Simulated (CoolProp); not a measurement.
Properties of hydrogen chloride along the isobar 1.08 bar (Tc = 324.7 K, pc = 83.14 bar, ω = 0.130).

The numbers come from the reference Helmholtz-energy equation of state, Thol 2018 in CoolProp.

```tsv
T (K)	phase	cp (kJ/(kg K))	expansivity (1/kK)	fugacity coefficient
170.7	liquid	1.657	1.925	0.3071
201.7	gas	0.8542	5.414	0.9762
232.6	gas	0.8316	4.523	0.9856
263.6	gas	0.8184	3.915	0.9906
294.6	gas	0.8109	3.467	0.9934
325.6	gas	0.8068	3.118	0.9952
356.6	gas	0.8045	2.836	0.9964
387.6	gas	0.8034	2.603	0.9972
418.6	gas	0.8031	2.406	0.9978
449.5	gas	0.8035	2.237	0.9982
```
